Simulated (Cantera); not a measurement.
Standard-state values (1 bar) from the NASA 1993 polynomials, evaluated with Cantera. Values are per mole of reaction as written; species without (g) are pure solids or liquids, kept so even where they would boil at 1 bar. TaC: taken at fixed stoichiometry.

TaC + 6 CH3OH(g) + C ⇌ 4 C2H5OH(g) + TaO2(g)

| T (K) | ΔH° (kJ) | ΔS° (J/K) | ΔG° (kJ) | log10 K |
|---|---|---|---|---|
| 425 | 209.7 | -82.9 | 244.9 | -30.10 |
| 525 | ? | ? | ? | ? |
| 625 | 213.0 | -76.5 | 260.9 | -21.80 |
| 725 | 215.0 | -73.6 | 268.4 | -19.33 |
| 825 | ? | ? | ? | ? |
| 925 | 218.7 | -69.1 | 282.6 | -15.96 |
| 1025 | 220.4 | -67.3 | 289.4 | -14.75 |
| 1125 | 222.0 | -65.9 | 296.1 | -13.75 |
| 1225 | ? | ? | ? | ? |

Problem. Complete the blanks.

Solution. 
- 525, ΔH° (kJ): 211.1
- 525, ΔS° (J/K): -79.8
- 525, ΔG° (kJ): 253.0
- 525, log10 K: -25.18
- 825, ΔH° (kJ): 216.9
- 825, ΔS° (J/K): -71.1
- 825, ΔG° (kJ): 275.6
- 825, log10 K: -17.45
- 1225, ΔH° (kJ): 223.4
- 1225, ΔS° (J/K): -64.7
- 1225, ΔG° (kJ): 302.6
- 1225, log10 K: -12.90
